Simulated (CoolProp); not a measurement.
R1336mzz(E) at several states: fugacity coefficient from the reference equation and from simpler models built on Tc = 130.4 °C, pc = 2.779 MPa, ω = 0.413; each cubic takes its own stable root.

Model: reference Helmholtz-energy equation of state, Akasaka 2023, in CoolProp.

```csv
T (°C),p (MPa),phase,reference,van der Waals,Soave-Redlich-Kwong,Peng-Robinson
46.65,0.104,gas,[?],[?],0.9722,[?]
125.55,0.401,gas,[?],[?],[?],[?]
92.65,0.0516,gas,0.9905,0.9930,0.9911,0.9903
```

Complete the blanks.


- 46.65, reference: 0.9695
- 46.65, van der Waals: 0.9808
- 46.65, Peng-Robinson: 0.9705
- 125.55, reference: 0.9463
- 125.55, van der Waals: 0.9560
- 125.55, Soave-Redlich-Kwong: 0.9491
- 125.55, Peng-Robinson: 0.9438
